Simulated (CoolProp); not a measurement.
n-nonane at 538 K and 12.5 MPa flows at 0.25 m/s in a round tube of 6 mm bore and 1.5 µm roughness, fully developed (64/Re and Nu = 3.66 if laminar; Colebrook and Gnielinski if turbulent). Each further row changes one setting.

Computed with CoolProp (reference Helmholtz-energy equation of state, Lemmon 2006). It is a short technical equation, of lower accuracy than the large ones.

| case | Reynolds number | Darcy friction factor | pressure drop (Pa/m) | heat-transfer coefficient (W/(m² K)) | mass flow (kg/h) |
|---|---|---|---|---|---|
| as stated | 6670 | 0.0348 | 97.6 | 672 | 13.7 |
| velocity 0.5 m/s | 13300 | 0.0291 | 327 | 1290 | 27.4 |
| diameter 12 mm | 13300 | 0.0289 | 40.5 | 639 | 54.8 |

Viscosity comes from a separate model (Huber 2004). Thermal conductivity comes from a separate model (Huber 2005).
